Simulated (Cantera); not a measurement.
Cantera run, input and output.

```python
import numpy as np
import cantera as ct

gas = ct.Solution("h2o2.yaml")
gas.TPX = 550, 110000, {'H2': 1, 'O2': 0.192, 'N2': 0.788}
flame = ct.FreeFlame(gas, width=0.037)
flame.set_refine_criteria(ratio=3, slope=0.08, curve=0.16)
flame.transport_model = "mixture-averaged"
flame.solve(loglevel=0, auto=True)
z, T = flame.grid, flame.T
thick = (T[-1] - T[0]) / np.gradient(T, z).max()
show = ['H2', 'O2', 'HO2', 'H2O2', 'H', 'OH']
print(f"laminar burning velocity  {flame.velocity[0] * 100:.3f} cm/s")
print(f"burnt temperature         {T[-1]:.1f} K")
print(f"thermal thickness         {thick * 1e3:.4f} mm")
print(f"grid points               {len(z)}")
z0 = z[flame.heat_release_rate.argmax()]
print(f"{'z/mm':>9s}{'T/K':>9s}{'u/(m/s)':>9s}" + "".join(f"{s:>11s}" for s in show))
rows = []
for k in (-3, -2, -1.5, -1, -0.5, -0.25, 0, 0.25, 0.5, 1, 2, 4, 8):
    zz = z0 + k * thick
    rows.append([k * thick, np.interp(zz, z, T), np.interp(zz, z, flame.velocity),
                 *(np.interp(zz, z, flame.X[gas.species_index(s)]) for s in show)])
    print(f"{rows[-1][0] * 1e3:9.3f}{rows[-1][1]:9.1f}{rows[-1][2]:9.3f}" + "".join(f"{x:11.3e}" for x in rows[-1][3:]))
```

Result:

```
laminar burning velocity  673.523 cm/s
burnt temperature         2012.0 K
thermal thickness         0.4060 mm
grid points               126
     z/mm      T/K  u/(m/s)         H2         O2        HO2       H2O2          H         OH
   -1.218    550.0    6.735  5.051e-01  9.697e-02  2.952e-12  4.951e-15  7.974e-16  6.541e-17
   -0.812    550.0    6.735  5.051e-01  9.697e-02  4.628e-10  7.904e-13  5.560e-13  1.970e-14
   -0.609    550.0    6.735  5.050e-01  9.697e-02  1.727e-08  3.168e-11  1.682e-10  1.367e-12
   -0.406    550.1    6.736  5.050e-01  9.698e-02  1.185e-06  3.100e-09  6.915e-08  3.925e-10
   -0.203    589.3    7.164  4.996e-01  9.672e-02  2.656e-04  6.871e-06  3.562e-04  9.334e-05
   -0.101    819.7    9.735  4.686e-01  8.968e-02  1.518e-04  9.702e-06  7.725e-03  4.534e-04
    0.000   1173.7   13.604  3.915e-01  5.945e-02  6.477e-05  1.301e-06  3.769e-02  1.158e-03
    0.101   1416.0   16.318  3.209e-01  1.804e-02  1.863e-05  5.118e-07  6.618e-02  1.802e-03
    0.203   1522.0   17.481  3.011e-01  3.577e-03  3.543e-06  2.587e-07  7.084e-02  1.709e-03
    0.406   1617.4   18.470  3.029e-01  2.554e-04  2.457e-07  1.728e-07  6.246e-02  1.752e-03
    0.812   1713.5   19.432  3.115e-01  6.736e-05  7.269e-08  1.162e-07  4.925e-02  1.749e-03
    1.624   1805.4   20.332  3.204e-01  3.955e-05  4.532e-08  6.574e-08  3.592e-02  1.565e-03
    3.248   1883.2   21.079  3.280e-01  1.980e-05  2.505e-08  3.234e-08  2.430e-02  1.238e-03
```

Computed with Cantera and the H2/O2 subset of GRI-Mech 3.0, which has no nitrogen chemistry. Burning velocities carry a grid error of a few per cent, more on coarse grids.
